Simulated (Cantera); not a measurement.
Input (Python, Cantera) and output of one run.

```python
import numpy as np
import cantera as ct

gas_names = """
    CL CL2 H HCL H2 Si SiCL SiCL2 SiCL3 SiCL4 SiH SiHCL3 SiH2 SiH2CL2 SiH3 SiH3CL SiH4 Si2 Si3
""".split()
cond_names = """
    Si(cr) Si(L)
""".split()


# ... load() reads the species with a 1 bar reference pressure and builds the phases ...
atoms = {
    'SiCl4': {'Si': 1, 'CL': 4},
    'H2': {'H': 2},
}
top_T = {}  # K; cautious upper limits of use, not melting points


# ... equilibrate(T, P, feed) seeds the gas with the atoms and calls Mixture.equilibrate('TP', solver="vcs", rtol=1e-11, max_steps=5000) ...
results = []
feed = {'SiCl4': 1, 'H2': 9.2}  # mol
T = 1348  # K
P = 100000  # Pa
mix = equilibrate(T, P, feed)
results.append((T, P, feed, dict(zip(mix.species_names, mix.species_moles))))
print(gas.report(threshold=1e-05))
for i in range(1, mix.n_phases):
    print(f"{mix.phase(i).name:16s} {mix.phase_moles(i):12.5e} mol")
```

Result:

```
       temperature   1348 K
          pressure   1e+05 Pa
           density   0.16068 kg/m^3
  mean mol. weight   18.009 kg/kmol
   phase of matter   gas

                          1 kg             1 kmol
                     ---------------   ---------------
          enthalpy       -8.7501e+05       -1.5758e+07  J
   internal energy       -1.4974e+06       -2.6966e+07  J
           entropy             11751        2.1162e+05  J/K
    Gibbs function       -1.6715e+07       -3.0103e+08  J
 heat capacity c_p            2093.4             37701  J/K
 heat capacity c_v            1631.7             29386  J/K

                      mass frac. Y      mole frac. X     chem. pot. / RT
                     ---------------   ---------------   ---------------
               HCL           0.15776           0.07793           -35.876
                H2          0.092519           0.82649           -18.488
             SiCL2           0.10478          0.019064           -57.669
             SiCL3           0.09067          0.012147           -84.301
             SiCL4           0.36661          0.038864           -110.93
            SiHCL3           0.17596          0.023397           -93.545
           SiH2CL2          0.011506         0.0020516           -76.157
            SiH3CL        0.00018904        5.1149e-05           -58.768
     [  +11 minor]        1.7658e-06        2.9737e-06

Si(cr)            0.00000e+00 mol
```

These are equilibrium values from Cantera (NASA tables, ideal gas, pure condensed phases), not measurements of a reactor. The tables' values for SiCl3 are old estimates; treat these amounts as uncertain.
